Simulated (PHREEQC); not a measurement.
NaOH is added in steps, without added water, to 1 kg of water holding 26 mmol/kgw NiSO4, 1.2 mmol/kgw Na2SO4 and 18 mmol/kgw MnSO4, at 25 °C. No oxygen is let in. No CO2 enters from the air. Only these solids could form: Pyrochroite, Ni(OH)2, Ni4(OH)6SO4, Mirabilite, Morenosite.

Base run: PHREEQC, ion-association model, wateq4f.dat. Each further column changes one thing. The table gives pH.

| NaOH added (mol) | base | temperature from 25 to 30 °C | MnSO4 replaced by Mn(NO3)2 at the same molality | MnSO4 from 0.018 to 0.09 mol/kgw | no solid may form |
|---|---|---|---|---|---|
| 0 | 6.17 | 6.10 | 6.07 | 6.22 | 6.17 |
| 0.00775 | 6.56 | 6.75 | 6.52 | 6.64 | 9.39 |
| 0.0155 | 6.61 | 6.80 | 6.56 | 6.68 | 9.60 |
| 0.02325 | 6.66 | 6.85 | 6.62 | 6.73 | 9.75 |
| 0.02712 | 6.70 | 6.88 | 6.65 | 6.76 | 9.82 |
| 0.03488 | 6.78 | 6.97 | 6.73 | 6.85 | 9.95 |
| 0.04263 | 6.92 | 7.10 | 6.87 | 6.98 | 10.08 |
| 0.05038 | 7.30 | 7.49 | 7.25 | 7.36 | 10.24 |
| 0.05813 | 8.85 | 8.86 | 8.81 | 8.54 | 10.44 |
| 0.06588 | 8.92 | 8.93 | 8.87 | 8.55 | 10.69 |
| 0.06975 | 8.96 | 8.97 | 8.92 | 8.55 | 10.82 |
| 0.0775 | 9.09 | 9.10 | 9.04 | 8.56 | 11.07 |
| 0.08525 | 9.38 | 9.39 | 9.33 | 8.58 | 11.32 |
| 0.093 | 11.57 | 11.41 | 11.58 | 8.59 | 11.54 |

The database's Ni(OH)2 is the aged solid; a fresh precipitate is more soluble. In at least one series the solution becomes supersaturated in solids that the run did not let form, among them Pyrochroite, Ni(OH)2, Ni4(OH)6SO4.
